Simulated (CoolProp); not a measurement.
Vapour-liquid equilibrium of R22 (1) + R115 (2) at 306.6 K; x and y are mole fractions of (1).

Values from CoolProp's multi-fluid Helmholtz-energy mixture model, Kamei 1995 and Lemmon 2016; pair parameters Bell 2016.

```tsv
x	bubble pressure, mixture model (bar)	bubble pressure, Raoult's law (bar)	y, mixture model	y, Raoult's law
0.05	?	11.30	?	0.058
0.125	12.65	11.43	?	0.142
0.2	13.19	11.57	0.266	0.225
0.275	13.57	11.71	0.333	0.306
0.35	13.83	11.84	?	0.385
0.425	?	11.98	0.452	0.462
0.5	?	12.12	0.510	0.538
0.575	14.10	12.25	0.570	0.611
0.65	?	12.39	0.633	0.683
0.725	13.91	12.53	0.701	0.754
0.8	13.73	12.66	0.774	0.823
0.875	13.49	12.80	0.854	0.891
0.95	13.22	12.94	0.940	0.957
```

What belongs in the gaps?


- 0.05, bubble pressure, mixture model (bar): 11.88
- 0.05, y, mixture model: 0.087
- 0.125, y, mixture model: 0.187
- 0.35, y, mixture model: 0.394
- 0.425, bubble pressure, mixture model (bar): 14.00
- 0.5, bubble pressure, mixture model (bar): 14.09
- 0.65, bubble pressure, mixture model (bar): 14.04

The largest gap from Raoult's law is +16.9 % in bubble pressure, at x = 0.425. y crosses x between x = 0.5 and 0.575: the model has an azeotrope there.

Pair parameters are fitted to limited data, so mixtures are less certain than the pure fluids.
